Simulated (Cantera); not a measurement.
Standard-state values (1 bar) from the NASA 1993 polynomials, evaluated with Cantera. Values are per mole of reaction as written; species without (g) are pure solids or liquids, kept so even where they would boil at 1 bar.

2 PbF₂ + O₂(g) → 2 F₂(g) + 2 PbO, with ΔH° = 915.1 kJ and ΔS° = 107.0 J/K at 300 K.

### Question
How far is the shortcut ΔG° ≈ ΔH°(300 K) − T·ΔS°(300 K) from the full temperature-dependent value at 423, 473, 523, 573, 623, 673, 723, 773, 823 K?

### Answer
```tsv
T (K)	shortcut (kJ)	full (kJ)	difference (kJ)	difference in log10 K	condensed phases
423	869.8	870.2	-0.4	0.05	PbF₂(s), PbO(red)
473	864.5	865.2	-0.7	0.08	PbF₂(s), PbO(red)
523	859.1	860.2	-1.1	0.11	PbF₂(s), PbO(red)
573	853.7	855.4	-1.6	0.15	PbF₂(s), PbO(red)
623	848.4	850.8	-2.4	0.20	PbF₂(s), PbO(red)
673	843.0	846.7	-3.6	0.28	PbF₂(s), PbO(red)
723	837.7	842.9	-5.2	0.38	PbF₂(s), PbO(red)
773	832.3	839.6	-7.3	0.49	PbF₂(s), PbO(yellow)
823	827.0	836.5	-9.5	0.61	PbF₂(s), PbO(yellow)
```
The shortcut ignores heat capacities and the phase changes listed.
